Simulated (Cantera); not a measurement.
Charge: 1 mol Pb, 7.2 mol CO2, 29 mol N2, equilibrated at 1023 K and 1 atm.

Equilibrium computed with Cantera from the NASA thermochemical tables; the gas is ideal and each condensed phase is pure. Candidate condensed phases: C, Pb, PbO, PbO2, Pb3O4; 27 gas species. Mutual solubility and eutectic melting of coexisting phases are not modelled. Equilibrium is a limit: real reactors are often held back by kinetics, nucleation or transport.

Base state: N2 0.801, CO2 0.199, Pb 2.63e-5, CO 2.43e-5 (mole fractions); condensed: Pb(l) + PbO(yellow).

**Question.** What changes in the equilibrium state with this change: Pb replaced by Fe?

**Answer.** 
```csv
species,before,after
N2,0.801,0.801
CO2,0.199,0.171
CO,2.43e-5,0.0276
Pb,2.63e-5,0
"Pb(l), mol",0.998,0
"PbO(yellow), mol",0.000857,0
"FeO(s), mol",0,1.00
```
The tables' stoichiometric FeO is somewhat more stable than real wüstite, so its field is too wide. FeO: taken at fixed stoichiometry. Further candidate phases: Fe, Fe(CO)5, FeO, Fe2O3, Fe3O4.
